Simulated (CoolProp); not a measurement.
Model: reference Helmholtz-energy equation of state, Lemmon 2006, in CoolProp. It is a short technical equation, of lower accuracy than the large ones.

**Question.** Give the vapour pressure (MPa), enthalpy of vaporisation (kJ/kg), liquid cp (kJ/(kg K)) of saturated acetone at 372.7, 385.9 K.

**Answer.** 
```csv
T (K),p (MPa),enthalpy of vaporisation (kJ/kg),liquid cp (kJ/(kg K))
372.7,0.368,449,2.39
385.9,0.511,431,2.45
```
